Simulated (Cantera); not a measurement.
Feed: 1 mol C3H8, 0.019 mol NH3, 0.17 mol N2, held at 1725 K and 60.0 mbar.

Method: chemical equilibrium by Gibbs-energy minimisation in Cantera with the NASA 1993 tables (ideal gas, pure condensed phases). Candidate condensed phases: C, C6H6, C7H8, C8H18; 92 gas species. Kinetics and transport are ignored.

Base state: H2 0.956, N2 0.0422, HCN 0.000842, H 0.000741, C2H2 (acetylene) 8.81e-5, CH4 5.48e-5, HNC 2.68e-5 (mole fractions); condensed: C(graphite).

Problem. What changes in the equilibrium state with this change: temperature from 1725 K to 2475 K?

Solution. 
```csv
species,before,after
H2,0.956,0.859
H,0.000741,0.0851
N2,0.0422,0.0344
HCN,0.000842,0.0114
C2H,<1e-9,5.64e-5
C4H2,3.18e-9,3.35e-5
CN,7.32e-9,6.33e-5
C2H2 (acetylene),8.81e-5,0.00836
"C(graphite), mol",3.00,2.87
```
